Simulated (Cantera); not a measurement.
Charge: 1 mol Ta(OEt)5, 2 mol O2, 230 mol H2, equilibrated at 2173.15 K and 2.60e-5 bar.

Equilibrium computed with Cantera from the NASA thermochemical tables; the gas is ideal and each condensed phase is pure. Candidate condensed phases: C, C6H6, C7H8, C8H18, H2O, Ta, TaC, Ta2O5; 113 gas species. The feed counts by its element totals alone. TaC: taken at fixed stoichiometry. Condensed phases not in the tables: Ta2C. Kinetics and transport are ignored.

Base state: H 0.589, H2 0.386, CO 0.0253 (mole fractions); condensed: TaC(s).

Question: What changes in the equilibrium state with this change: O2 from 2 to 0.32 mol?

Answer: 
| species | before | after |
|---|---|---|
| H | 0.589 | 0.592 |
| H2 | 0.386 | 0.391 |
| CO | 0.0253 | 0.0160 |
| C2H2 (acetylene) | 8.84e-9 | 0.000863 |
| C3 | <1e-9 | 5.36e-5 |
| C2H | <1e-9 | 4.20e-5 |
| C | 1.17e-7 | 3.62e-5 |
| TaC(s), mol | 1.000 | 1.00 |
| C(graphite), mol | 0 | 2.65 |
